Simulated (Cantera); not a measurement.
Input (Python, Cantera) and output of one run.

```python
import numpy as np
import cantera as ct

gas_names = """
    H HO2 H2 H2O H2O2 K KH KO KOH K2 K2O2H2 O OH O2 O3
""".split()
cond_names = """
    H2O(s) H2O(L) K(cr) K(L) KOH(a) KOH(b) KOH(L) KO2(s) K2O(s) K2O2(s)
""".split()


# ... load() reads the species with a 1 bar reference pressure and builds the phases ...
atoms = {
    'KOH': {'K': 1, 'O': 1, 'H': 1},
    'H2O': {'H': 2, 'O': 1},
}
top_T = {'KO2(s)': 780, 'K2O(s)': 1000, 'K2O2(s)': 760}  # K; cautious upper limits of use, not melting points


# ... equilibrate(T, P, feed) seeds the gas with the atoms and calls Mixture.equilibrate('TP', solver="vcs", rtol=1e-11, max_steps=5000) ...
results = []
feed = {'KOH': 1, 'H2O': 9}  # mol
P = 2300  # Pa
for T in [1098, 1148, 1198, 1248, 1298, 1348, 1398, 1448, 1498, 1548, 1598, 1648, 1698, 1748]:
    mix = equilibrate(T, P, feed)
    results.append((T, P, feed, dict(zip(mix.species_names, mix.species_moles))))

top = {s: max(r[3][s] / sum(r[3][g] for g in gas_names) for r in results) for s in gas_names}
cols = sorted((s for s in top if top[s] > 1e-05), key=lambda s: -top[s])[:7]
seen = [c for c in cond_names if any(r[3].get(c, 0) > 1e-12 for r in results)]
print("log10 of partial pressures in bar; condensed amounts in mol")
print(f"{'T/K':>10s}" + "".join(f"{s[:9]:>10s}" for s in cols + seen))
for T, P, feed, n in results:
    ng = sum(n[g] for g in gas_names)
    print(f"{T:10.4g}" + "".join(f"{np.log10(max(n[s] / ng * P / 1e5, 1e-99)):10.3f}" for s in cols)
          + "".join(f"{n.get(c, 0):10.4g}" for c in seen))
```

Output:

```
log10 of partial pressures in bar; condensed amounts in mol
       T/K       H2O       KOH         K        O2    K2O2H2        H2        OH
      1098    -1.683    -2.663    -6.204    -6.734    -4.172    -7.217    -8.037
      1148    -1.684    -2.649    -5.866    -6.397    -4.545    -6.872    -7.616
      1198    -1.684    -2.643    -5.564    -6.092    -4.901    -6.552    -7.231
      1248    -1.684    -2.641    -5.288    -5.815    -5.235    -6.255    -6.878
      1298    -1.684    -2.641    -5.036    -5.560    -5.546    -5.981    -6.552
      1348    -1.684    -2.642    -4.803    -5.325    -5.836    -5.726    -6.250
      1398    -1.684    -2.644    -4.589    -5.108    -6.107    -5.489    -5.970
      1448    -1.684    -2.647    -4.390    -4.907    -6.362    -5.267    -5.710
      1498    -1.685    -2.651    -4.206    -4.720    -6.602    -5.059    -5.467
      1548    -1.685    -2.658    -4.036    -4.547    -6.832    -4.864    -5.240
      1598    -1.685    -2.666    -3.879    -4.386    -7.052    -4.681    -5.029
      1648    -1.686    -2.678    -3.734    -4.237    -7.265    -4.507    -4.830
      1698    -1.687    -2.693    -3.602    -4.100    -7.474    -4.343    -4.644
      1748    -1.688    -2.712    -3.481    -3.973    -7.681    -4.187    -4.470
```

Equilibrium computed with Cantera from the NASA thermochemical tables; the gas is ideal and each condensed phase is pure.
